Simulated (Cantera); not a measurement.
A perfectly stirred reactor is fed with H2 : O2 : N2 = 1 : 0.417 : 1.57 (molar parts), equivalence ratio 1.2, at 11.0 bar; it is adiabatic with a 725 K inlet, and is followed from long to short residence time, starting on the burning branch (τ in s: 0.29, 0.12, 0.05, 0.02, 0.0084, 0.0035, 0.0014, 0.00059, 0.00024, 0.0001).

Detailed kinetics in Cantera: the H2/O2 subset of GRI-Mech 3.0, which has no nitrogen chemistry. The hydrogen kinetics of GRI-Mech 3.0 are dated; newer H2 mechanisms differ, most at raised pressure.

What does this change do: H2 1 to 1.4 parts?


```json
[
 {"quantity": "blow-out, bracketed by the residence times tried", "before": "burning at 0.100 ms, the shortest tried", "after": "burning at 0.100 ms, the shortest tried"},
 {"quantity": "x(H2) at τ = 0.290 s", "before": "0.0658", "after": "0.189"},
 {"quantity": "x(O2) at τ = 0.290 s", "before": "0.000421", "after": "8.58e-6"},
 {"quantity": "x(H2O2) at τ = 0.290 s", "before": "2.22e-7", "after": "1.92e-8"},
 {"quantity": "x(H2O) at τ = 0.290 s", "before": "0.317", "after": "0.279"},
 {"quantity": "x(O) at τ = 0.290 s", "before": "0.000216", "after": "1.33e-5"},
 {"quantity": "x(H2) at τ = 3.50 ms", "before": "0.0659", "after": "0.189"},
 {"quantity": "x(O2) at τ = 3.50 ms", "before": "0.000491", "after": "4.76e-5"},
 {"quantity": "x(H2O2) at τ = 3.50 ms", "before": "2.43e-7", "after": "3.25e-8"},
 {"quantity": "x(H2O) at τ = 3.50 ms", "before": "0.316", "after": "0.279"},
 {"quantity": "x(O) at τ = 3.50 ms", "before": "0.000234", "after": "1.77e-5"}
]
```

What does this change do: pressure from 11.0 bar to 1.80 bar?


```json
[
 {"quantity": "blow-out, bracketed by the residence times tried", "before": "burning at 0.100 ms, the shortest tried", "after": "burning at 0.100 ms, the shortest tried"},
 {"quantity": "x(H2) at τ = 0.290 s", "before": "0.0658", "after": "0.0676"},
 {"quantity": "x(O2) at τ = 0.290 s", "before": "0.000421", "after": "0.00133"},
 {"quantity": "x(H2O2) at τ = 0.290 s", "before": "2.22e-7", "after": "1.38e-7"},
 {"quantity": "x(H2O) at τ = 0.290 s", "before": "0.317", "after": "0.309"},
 {"quantity": "x(O) at τ = 0.290 s", "before": "0.000216", "after": "0.000718"},
 {"quantity": "x(H2) at τ = 3.50 ms", "before": "0.0659", "after": "0.0689"},
 {"quantity": "x(O2) at τ = 3.50 ms", "before": "0.000491", "after": "0.00203"},
 {"quantity": "x(H2O2) at τ = 3.50 ms", "before": "2.43e-7", "after": "1.73e-7"},
 {"quantity": "x(H2O) at τ = 3.50 ms", "before": "0.316", "after": "0.304"},
 {"quantity": "x(O) at τ = 3.50 ms", "before": "0.000234", "after": "0.00106"}
]
```

What does this change do: pressure from 11.0 bar to 2.30 bar?


| quantity | before | after |
|---|---|---|
| blow-out, bracketed by the residence times tried | burning at 0.100 ms, the shortest tried | burning at 0.100 ms, the shortest tried |
| x(H2) at τ = 0.290 s | 0.0658 | 0.0673 |
| x(O2) at τ = 0.290 s | 0.000421 | 0.00116 |
| x(H2O2) at τ = 0.290 s | 2.22e-7 | 1.49e-7 |
| x(H2O) at τ = 0.290 s | 0.317 | 0.310 |
| x(O) at τ = 0.290 s | 0.000216 | 0.000622 |
| x(H2) at τ = 3.50 ms | 0.0659 | 0.0682 |
| x(O2) at τ = 3.50 ms | 0.000491 | 0.00167 |
| x(H2O2) at τ = 3.50 ms | 2.43e-7 | 1.84e-7 |
| x(H2O) at τ = 3.50 ms | 0.316 | 0.307 |
| x(O) at τ = 3.50 ms | 0.000234 | 0.000856 |
